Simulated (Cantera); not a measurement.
A closed system holds: 1 mol B₂O₃, 8.8 mol H₂O, equilibrated at 873.15 K and 39.0 Pa.

Cantera equilibrium calculation (NASA polynomials, part measured and part estimated; ideal gas, pure solids and liquids). Candidate condensed phases: B, B₂O₃, B₃O₃H₃, H₂O; 23 gas species. Gases not in the tables: H₃BO₃. Kinetics and transport are ignored.

Base state: H₂O 0.999, (HBO₂)₃ 0.00112, HBO₂ 6.19e-5 (mole fractions); condensed: B₂O₃(l).

### Question
What changes in the equilibrium state with this change: temperature from 873.15 K to 2300 K?

### Answer
```json
[
 {"species": "H₂O", "before": "0.999", "after": "0.335"},
 {"species": "H", "before": "<1e-9", "after": "0.184"},
 {"species": "H₂", "before": "1.91e-7", "after": "0.140"},
 {"species": "O", "before": "<1e-9", "after": "0.0631"},
 {"species": "BO₂", "before": "<1e-9", "after": "0.0262"},
 {"species": "OH", "before": "3.92e-9", "after": "0.0707"},
 {"species": "O₂", "before": "9.44e-8", "after": "0.0629"},
 {"species": "HBO₂", "before": "6.19e-5", "after": "0.103"},
 {"species": "BO", "before": "<1e-9", "after": "0.00871"},
 {"species": "B₂O₃", "before": "<1e-9", "after": "0.00503"},
 {"species": "(HBO₂)₃", "before": "0.00112", "after": "<1e-9"},
 {"species": "HBO", "before": "<1e-9", "after": "0.000594"},
 {"species": "B₂O₃(l), mol", "before": "0.985", "after": "0"}
]
```

### Question
What changes in the equilibrium state with this change: B₂O₃ replaced by BF₃?

### Answer
```json
[
 {"species": "H₂O", "before": "0.999", "after": "0.741"},
 {"species": "HF", "before": "0", "after": "0.240"},
 {"species": "BF₃", "before": "0", "after": "0.0167"},
 {"species": "B₃O₃F₃", "before": "0", "after": "0.00140"},
 {"species": "BOF", "before": "0", "after": "8.55e-5"},
 {"species": "(HBO₂)₃", "before": "0.00112", "after": "0.000718"},
 {"species": "B₂O₃(l), mol", "before": "0.985", "after": "0.382"}
]
```
